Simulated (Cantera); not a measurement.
An isothermal plug-flow reactor at 600 K and 1650 Torr (inlet), inlet velocity 1.1 m/s, active area per volume 310 1/m; feed 0.296 % H₂, 2.34 % O₂, 97.4 % N₂, equivalence ratio 0.063.

Model: Deutschmann's 1995 Pt surface mechanism with GRI-Mech 3.0 gas chemistry, integrated in Cantera. Catalytic surfaces can have several steady states; this one follows from the mechanism file's or the stated starting coverage. Mass transfer to the wall is taken as infinitely fast.

Question: Predict: x(H₂) at z = 0.011 m; x(O₂) at z = 0.011 m; x(H₂O) at z = 0.011 m; θ(free Pt) at the exit; θ(O*) at the exit; θ(OH*) at the exit.

Answer: 
```json
{
  "x(H₂) at z = 0.011 m": "0.000140",
  "x(O₂) at z = 0.011 m": "0.0220",
  "x(H₂O) at z = 0.011 m": "0.00282",
  "θ(free Pt) at the exit": "0.0105",
  "θ(O*) at the exit": "0.986",
  "θ(OH*) at the exit": "0.00349"
}
```
